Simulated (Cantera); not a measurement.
Input (Python, Cantera) and output of one run.

```python
import numpy as np
import cantera as ct

gas_names = """
    Electron H H+ H- HO2 H2 H2+ H2- H2O H2O+ H2O2 H2S H2SO4 H3O+ O O+ O- OH OH+ OH- O2 O2+ O2- O3 S S+
    S- SH SO SO2 SO3 S2 S2O S8
""".split()
cond_names = """
    H2O(s) H2O(L) H2SO4(L) S(cr1) S(cr2) S(L)
""".split()


# ... load() reads the species with a 1 bar reference pressure and builds the phases ...
atoms = {
    'S': {'S': 1},
    'H2O': {'H': 2, 'O': 1},
    'O2': {'O': 2},
}
top_T = {}  # K; cautious upper limits of use, not melting points


# ... equilibrate(T, P, feed) seeds the gas with the atoms and calls Mixture.equilibrate('TP', solver="vcs", rtol=1e-11, max_steps=5000) ...
results = []
feed = {'S': 1, 'H2O': 0.14, 'O2': 6.4}  # mol
P = 13332.2  # Pa
for T in [2500, 3000, 3500, 4000, 4500, 5000]:
    mix = equilibrate(T, P, feed)
    results.append((T, P, feed, dict(zip(mix.species_names, mix.species_moles))))
    x = sorted(zip(gas.X, gas.species_names), reverse=True)
    print(f"T = {T:g} K  P = {P:g} Pa  gas = {mix.phase_moles(0):.4g} mol")
    print("   x: " + "  ".join(f"{s} {v:.3e}" for v, s in x if v > 1e-06))
    print("   condensed (mol): " + ("  ".join(f"{mix.phase(i).name} {mix.phase_moles(i):.4g}"
          for i in range(1, mix.n_phases) if mix.phase_moles(i) > 1e-12) or "none"))
```

It prints:

```
T = 2500 K  P = 13332.2 Pa  gas = 6.693 mol
   x: O2 7.877e-01  SO2 1.468e-01  O 3.522e-02  H2O 1.390e-02  OH 1.242e-02  SO 2.522e-03  H 1.100e-03  H2 2.551e-04  SO3 8.784e-05  S 1.092e-05  HO2 8.710e-06
   condensed (mol): none
T = 3000 K  P = 13332.2 Pa  gas = 7.649 mol
   x: O2 5.967e-01  O 2.395e-01  SO2 1.061e-01  SO 2.350e-02  OH 1.994e-02  H 9.541e-03  H2O 3.064e-03  S 1.087e-03  H2 4.868e-04  SO3 2.669e-05  SH 1.077e-05  HO2 9.835e-06  S2 2.464e-06
   condensed (mol): none
T = 3500 K  P = 13332.2 Pa  gas = 10.61 mol
   x: O 6.488e-01  O2 2.309e-01  SO 5.041e-02  SO2 2.511e-02  S 1.853e-02  H 1.813e-02  OH 7.720e-03  H2 1.257e-04  H2O 1.162e-04  S2 5.804e-05  SH 4.015e-05  S2O 2.514e-06  SO3 2.355e-06  HO2 2.052e-06
   condensed (mol): none
T = 4000 K  P = 13332.2 Pa  gas = 13.32 mol
   x: O 8.595e-01  S 5.426e-02  O2 4.446e-02  SO 1.950e-02  H 1.940e-02  OH 1.557e-03  SO2 1.160e-03  S2 7.532e-05  SH 2.460e-05  H2 1.975e-05  Electron 3.377e-06  S+ 3.373e-06  H2O 2.713e-06
   condensed (mol): none
T = 4500 K  P = 13332.2 Pa  gas = 14.03 mol
   x: O 9.001e-01  S 6.696e-02  H 1.958e-02  O2 8.729e-03  SO 4.176e-03  OH 3.591e-04  SO2 3.986e-05  S2 2.626e-05  Electron 2.300e-05  S+ 2.299e-05  SH 8.537e-06  H2 4.274e-06
   condensed (mol): none
T = 5000 K  P = 13332.2 Pa  gas = 14.17 mol
   x: O 9.074e-01  S 6.940e-02  H 1.964e-02  O2 2.238e-03  SO 1.033e-03  OH 1.070e-04  Electron 1.017e-04  S+ 1.012e-04  S2 8.642e-06  SH 3.174e-06  SO2 2.207e-06  H2 1.244e-06
   condensed (mol): none
```

Cantera equilibrium calculation (NASA polynomials, part measured and part estimated; ideal gas, pure solids and liquids).
